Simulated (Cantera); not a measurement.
An adiabatic, constant-pressure homogeneous reactor starts with CO : H2 : O2 : N2 = 1 : 0.17 : 0.713 : 2.68 (molar parts), equivalence ratio 0.82, at 1475 K and 8.30 bar. Integrator tolerance rtol = 1e-08.

Model: GRI-Mech 3.0 (53 species, 325 reactions), integrated in Cantera. The hydrogen kinetics of GRI-Mech 3.0 are dated; newer H2 mechanisms differ, most at raised pressure.

**Question.** What does this change do: 0.14 parts H2O added?

**Answer.** 
```tsv
quantity	before	after
time of steepest temperature rise	4.02 µs	4.45 µs
temperature at 0.900 s	2859 K	2822 K
equilibrium temperature	2859 K	2822 K
x(CO) at 0.900 s	0.0573 (gas-phase equilibrium 0.0573)	0.0508 (gas-phase equilibrium 0.0508)
x(H2) at 0.900 s	0.00150 (gas-phase equilibrium 0.00150)	0.00251 (gas-phase equilibrium 0.00251)
x(O2) at 0.900 s	0.0473 (gas-phase equilibrium 0.0473)	0.0443 (gas-phase equilibrium 0.0443)
x(NO2) at 0.900 s	1.50e-5 (gas-phase equilibrium 1.50e-5)	1.36e-5 (gas-phase equilibrium 1.36e-5)
x(H2O2) at 0.900 s	2.99e-7 (gas-phase equilibrium 2.99e-7)	5.05e-7 (gas-phase equilibrium 5.05e-7)
x(CO2) at 0.900 s	0.185 (gas-phase equilibrium 0.185)	0.184 (gas-phase equilibrium 0.184)
x(N2O) at 0.900 s	2.50e-6 (gas-phase equilibrium 2.50e-6)	2.23e-6 (gas-phase equilibrium 2.23e-6)
```
